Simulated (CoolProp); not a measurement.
Aqueous potassium acetate as a coolant, at 38 °C, 1 atm.

The numbers come from the Melinder's fits for secondary coolants in CoolProp.

| mass % | freezing point (°C) | density (kg/m³) | conductivity (W/(m K)) | cp (kJ/(kg K)) | viscosity (mPa s) |
|---|---|---|---|---|---|
| 1.1 | -0.4 | 1001 | 0.623 | 4.137 | 0.694 |
| 6.8 | -2.9 | 1030 | 0.603 | ? | 0.802 |
| 12.5 | -6.0 | 1057 | ? | 3.758 | 0.932 |
| 18.3 | ? | 1085 | 0.562 | 3.587 | 1.09 |
| 24 | -15.1 | 1116 | 0.543 | 3.428 | 1.27 |
| 29.7 | -22.6 | 1148 | 0.524 | 3.276 | 1.52 |
| 35.4 | -32.7 | 1180 | 0.505 | 3.127 | 1.85 |

Question: Complete the blanks.

Answer: 
- 6.8, cp (kJ/(kg K)): 3.939
- 12.5, conductivity (W/(m K)): 0.582
- 18.3, freezing point (°C): -9.8
